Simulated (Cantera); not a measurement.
Thermodynamics of halide evaporation, hydrolysis and transport, feed MgCl2 + O2 + H2

A closed system holds: 1 mol MgCl2, 0.12 mol O2, 110 mol H2, at 1.40e-6 bar.

These are equilibrium values from Cantera (NASA tables, ideal gas, pure condensed phases), not measurements of a reactor. Candidate condensed phases: H2O, Mg, MgCl2, MgO, Mg(OH)2; 22 gas species. Equilibrium is a limit: real reactors are often held back by kinetics, nucleation or transport.

| T (K) | log p H | log p H2 | log p HCl | log p Cl | log p Mg |
|---|---|---|---|---|---|
| 1773 | -6.53 | -5.97 | -7.73 | -8.41 | -7.95 |
| 1848 | -6.31 | -6.06 | -7.84 | -8.21 | -7.99 |
| 1923 | -6.13 | -6.20 | -8.02 | -8.06 | -8.04 |
| 1998 | -6.00 | -6.42 | -8.26 | -7.98 | -8.10 |
| 2073 | -5.93 | -6.70 | -8.57 | -7.93 | -8.14 |
| 2148 | -5.89 | -7.02 | -8.91 | -7.91 | -8.17 |
| 2223 | -5.87 | -7.36 | -9.26 | -7.91 | -8.19 |
log p: log10 of the partial pressure in bar; nothing condenses.

From 1773 K to 2223 K nothing is condensed. The main Mg-bearing gas is Mg throughout.
